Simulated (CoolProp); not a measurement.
Saturation properties of R1132(E) (Tc = 348.8 K, pc = 51.74 bar, ω = 0.245).

Computed with CoolProp (reference Helmholtz-energy equation of state, Akasaka 2024).

```json
[
 {"T (K)": "258", "p (bar)": "4.944", "vapour density (kg/m³)": "16.42", "enthalpy of vaporisation (kJ/kg)": "269.6", "liquid cp (kJ/(kg K))": "1.693"},
 {"T (K)": "261.5", "p (bar)": "5.583", "vapour density (kg/m³)": "18.48", "enthalpy of vaporisation (kJ/kg)": "265.5", "liquid cp (kJ/(kg K))": "1.703"},
 {"T (K)": "265", "p (bar)": "6.282", "vapour density (kg/m³)": "20.73", "enthalpy of vaporisation (kJ/kg)": "261.3", "liquid cp (kJ/(kg K))": "1.715"},
 {"T (K)": "268.4", "p (bar)": "7.022", "vapour density (kg/m³)": "23.13", "enthalpy of vaporisation (kJ/kg)": "257.1", "liquid cp (kJ/(kg K))": "1.727"},
 {"T (K)": "271.9", "p (bar)": "7.850", "vapour density (kg/m³)": "25.83", "enthalpy of vaporisation (kJ/kg)": "252.7", "liquid cp (kJ/(kg K))": "1.741"},
 {"T (K)": "275.4", "p (bar)": "8.749", "vapour density (kg/m³)": "28.79", "enthalpy of vaporisation (kJ/kg)": "248.2", "liquid cp (kJ/(kg K))": "1.757"},
 {"T (K)": "278.8", "p (bar)": "9.693", "vapour density (kg/m³)": "31.92", "enthalpy of vaporisation (kJ/kg)": "243.7", "liquid cp (kJ/(kg K))": "1.774"},
 {"T (K)": "282.3", "p (bar)": "10.74", "vapour density (kg/m³)": "35.44", "enthalpy of vaporisation (kJ/kg)": "238.8", "liquid cp (kJ/(kg K))": "1.794"},
 {"T (K)": "285.8", "p (bar)": "11.87", "vapour density (kg/m³)": "39.28", "enthalpy of vaporisation (kJ/kg)": "233.8", "liquid cp (kJ/(kg K))": "1.816"},
 {"T (K)": "289.2", "p (bar)": "13.05", "vapour density (kg/m³)": "43.36", "enthalpy of vaporisation (kJ/kg)": "228.8", "liquid cp (kJ/(kg K))": "1.841"},
 {"T (K)": "292.7", "p (bar)": "14.36", "vapour density (kg/m³)": "47.93", "enthalpy of vaporisation (kJ/kg)": "223.4", "liquid cp (kJ/(kg K))": "1.869"}
]
```
